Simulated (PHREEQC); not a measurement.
Consider water at 20 °C with 0.011 mol/kgw KOH, 3.7e-05 mol/kgw Na2SiO3 and 0.071 mol/kgw Na2CO3. Closed to the air; pH follows from the charge balance.

All values are PHREEQC results (ion-association model, wateq4f.dat), not measurements.

Each row changes one thing in this solution. This is a speciation only: nothing precipitates in the calculation.

| case | pH | ionic strength (mol/kgw) | Na+ (mol/kgw) | CO3-2 (mol/kgw) | NaCO3- (mol/kgw) | HCO3- (mol/kgw) | SI of Natron (Na2CO3:10H2O) | SI of Quartz (SiO2) |
|---|---|---|---|---|---|---|---|---|
| as made | 12.09 | 0.174 | 0.117 | 0.0456 | 0.0250 | 0.000385 | -2.44 | -2.74 |
| diluted 10-fold with water | 11.30 | 0.0206 | 0.0135 | 0.00595 | 0.000678 | 0.000470 | -4.81 | -2.85 |
| KOH replaced by KH2PO4 at the same molality | 10.53 | 0.180 | 0.120 | 0.0380 | 0.0211 | 0.0114 | -2.51 | -1.20 |
| KOH replaced by K2SiO3 at the same molality | 12.04 | 0.186 | 0.117 | 0.0459 | 0.0247 | 0.000424 | -2.45 | -0.22 |
| Na2CO3 from 0.071 to 0.0639 mol/kgw | 12.09 | 0.159 | 0.106 | 0.0420 | 0.0215 | 0.000360 | -2.54 | -2.74 |
| Na2SiO3 from 3.7e-05 to 1.85e-05 mol/kgw | 12.09 | 0.174 | 0.117 | 0.0456 | 0.0250 | 0.000385 | -2.44 | -3.04 |
| Na2CO3 from 0.071 to 0.0071 mol/kgw | 12.14 | 0.0310 | 0.0136 | 0.00637 | 0.000665 | 6.85e-5 | -4.84 | -2.72 |

Species that the database lacks are ignored. H3PO4, which wateq4f.dat lacks, is added to it with the constant of phreeqc.dat.
